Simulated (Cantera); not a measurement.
Input: 1 mol HgO, a varied amount of H2, at 1127 °C and 560000 Pa.

Method: chemical equilibrium by Gibbs-energy minimisation in Cantera with the NASA 1993 tables (ideal gas, pure condensed phases). Candidate condensed phases: H2O, Hg, HgO; 10 gas species. Kinetics and transport are ignored.

log p: log10 of the partial pressure in bar; nothing condenses.

| n(H2) (mol) | log p H2 | log p Hg | log p H2O | log p O2 | log p OH |
|---|---|---|---|---|---|
| 0.059 | -7.13 | 0.56 | -0.67 | 0.24 | [?] |
| 0.092 | -6.93 | 0.56 | -0.48 | 0.22 | [?] |
| 0.14 | -6.74 | 0.55 | -0.30 | 0.19 | [?] |
| 0.23 | -6.51 | 0.54 | -0.10 | 0.13 | [?] |
| 0.35 | -6.29 | 0.52 | 0.07 | 0.04 | -3.80 |
| 0.56 | -6.02 | 0.50 | 0.25 | -0.16 | -3.76 |
| 0.87 | -5.58 | 0.46 | 0.40 | -0.73 | [?] |
| 1.4 | -0.03 | 0.37 | 0.37 | <-11 | [?] |
| 2.1 | 0.30 | 0.26 | 0.26 | <-11 | [?] |
| 3.3 | 0.48 | 0.11 | 0.11 | <-11 | [?] |
| 5.2 | 0.58 | -0.04 | -0.04 | <-11 | [?] |
| 8.2 | 0.64 | -0.22 | -0.22 | <-11 | [?] |

Problem. What belongs in the gaps?

Solution. 
- 0.059, log p OH: -4.12
- 0.092, log p OH: -4.03
- 0.14, log p OH: -3.95
- 0.23, log p OH: -3.86
- 0.87, log p OH: -3.82
- 1.4, log p OH: -6.63
- 2.1, log p OH: -6.91
- 3.3, log p OH: -7.14
- 5.2, log p OH: -7.35
- 8.2, log p OH: -7.55
